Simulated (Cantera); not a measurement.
Input: 1 mol V, 0.18 mol H₂O, 2.3 mol H₂, equilibrated at 2598.15 K and 10.0 Torr.

Method: chemical equilibrium by Gibbs-energy minimisation in Cantera with the NASA 1993 tables (ideal gas, pure condensed phases). Candidate condensed phases: H₂O, V, VO, V₂O₃, V₂O₄, V₂O₅; 12 gas species. Condensed phases not in the tables: N, O or C dissolved in the metal. The numbers say what is thermodynamically allowed, not how fast it happens.

Base state: H₂ 0.565, H 0.248, V 0.140, VO 0.0446, VO₂ 0.00238, H₂O 0.000562, OH 5.70e-5, O 1.62e-5 (mole fractions); condensed: V(l).

Problem. What changes in the equilibrium state with this change: V replaced by Nb?

Solution. 
```tsv
species	before	after
H₂	0.565	0.687
H	0.248	0.274
NbO₂	0	0.0210
V	0.140	0
VO	0.0446	0
NbO	0	0.0144
VO₂	0.00238	0
H₂O	0.000562	0.00335
OH	5.70e-5	0.000308
O	1.62e-5	7.93e-5
V(l), mol	0.328	0
Nb(s), mol	0	0.894
```
Further candidate phases: Nb, NbO, NbO₂, Nb₂O₅.
